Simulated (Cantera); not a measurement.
Cantera run:

```python
import numpy as np
import cantera as ct

gas_names = """
    CL CL2 N N2 Si SiCL SiCL2 SiCL3 SiCL4 SiN Si2 Si2N Si3
""".split()
cond_names = """
    Si(cr) Si(L) Si3N4(a)
""".split()


def load(file, names, dense=False):
    # The tables refer to 1 bar. Condensed volumes are neglected.
    table = {s.name: s for s in ct.Species.list_from_file(file)}
    out = []
    for n in names:
        d = dict(table[n].input_data)
        d["thermo"] = dict(d["thermo"], **{"reference-pressure": 1e5})
        if dense:
            d["equation-of-state"] = {"model": "constant-volume", "density": "1e6 g/cm^3"}
        out.append(ct.Species.from_dict(d))
    return out


gas = ct.Solution(thermo="ideal-gas", species=load("nasa_gas.yaml", gas_names))
cond = {s.name: ct.Solution(thermo="fixed-stoichiometry", species=[s], name=s.name)
        for s in load("nasa_condensed.yaml", cond_names, dense=True)}
atoms = {
    'Si3N4': {'Si': 3, 'N': 4},
    'Cl2': {'CL': 2},
}
top_T = {'Si3N4(a)': 2400}  # K; cautious upper limits of use, not melting points


def equilibrate(T, P, feed):
    n = {}
    for name, mol in feed.items():
        for a, k in atoms[name].items():
            n[a] = n.get(a, 0.0) + k * mol
    gas.TPX = T, P, n
    mass = sum(n.values()) * gas.mean_molecular_weight
    gas.equilibrate("TP")
    valid = [c for c in cond.values() if c.min_temp <= T <= top_T.get(c.name, c.max_temp)]
    mix = ct.Mixture([(gas, mass / gas.mean_molecular_weight)] + [(c, 0.0) for c in valid])
    mix.T, mix.P = T, P
    mix.equilibrate("TP", solver="vcs", rtol=1e-11, max_steps=5000)
    return mix


results = []
feed = {'Si3N4': 1, 'Cl2': 3.1}  # mol
T = 1050  # K
P = 50  # Pa
mix = equilibrate(T, P, feed)
results.append((T, P, feed, dict(zip(mix.species_names, mix.species_moles))))
print(gas.report(threshold=0.001))
for i in range(1, mix.n_phases):
    print(f"{mix.phase(i).name:16s} {mix.phase_moles(i):12.5e} mol")
```

Result:

```
       temperature   1050 K
          pressure   50 Pa
           density   0.00064683 kg/m^3
  mean mol. weight   112.94 kg/kmol
   phase of matter   gas

                          1 kg             1 kmol
                     ---------------   ---------------
          enthalpy       -3.0191e+06       -3.4097e+08  J
   internal energy       -3.0964e+06        -3.497e+08  J
           entropy            3853.9        4.3525e+05  J/K
    Gibbs function       -7.0657e+06       -7.9798e+08  J
 heat capacity c_p            679.23             76712  J/K
 heat capacity c_v            605.61             68397  J/K

                      mass frac. Y      mole frac. X     chem. pot. / RT
                     ---------------   ---------------   ---------------
                N2          0.099219               0.4           -33.506
             SiCL3         0.0052443         0.0044058           -101.01
             SiCL4           0.89502             0.595           -130.28
     [  +10 minor]        0.00051829        0.00059177

Si(cr)            0.00000e+00 mol
Si3N4(a)          4.82128e-01 mol
```

These are equilibrium values from Cantera (NASA tables, ideal gas, pure condensed phases), not measurements of a reactor. The tables' values for SiCl3 are old estimates; treat these amounts as uncertain.
